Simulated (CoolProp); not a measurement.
A single-stage vapour-compression cycle with ethylene: evaporating at 217.15 K (dew point), condensing at 249.15 K (bubble point), superheat 2 K, subcooling 8 K, compressor efficiency 0.85, no pressure losses. Each further row changes one setting.

Model: reference Helmholtz-energy equation of state, Smukala 2000, in CoolProp.

```csv
case,cooling COP,pressure ratio,discharge temperature (K),refrigerating effect (kJ/kg),volumetric capacity (kJ/m³)
as stated,…,2.62,281.9,333,5200
evaporating temperature 222.15 K,5.96,…,276.2,335,…
condensing temperature 244.15 K,5.91,…,…,348,5430
subcooling 13 K,…,2.62,281.9,348,5430
superheat 12 K,4.71,2.62,…,350,5090
compressor efficiency 0.75,4.24,2.62,…,333,5200
```

**Question.** Fill in the missing entries.

**Answer.** 
- as stated, cooling COP: 4.81
- evaporating temperature 222.15 K, pressure ratio: 2.22
- evaporating temperature 222.15 K, volumetric capacity (kJ/m³): 6190
- condensing temperature 244.15 K, pressure ratio: 2.29
- condensing temperature 244.15 K, discharge temperature (K): 272.6
- subcooling 13 K, cooling COP: 5.02
- superheat 12 K, discharge temperature (K): 293.2
- compressor efficiency 0.75, discharge temperature (K): 286.8
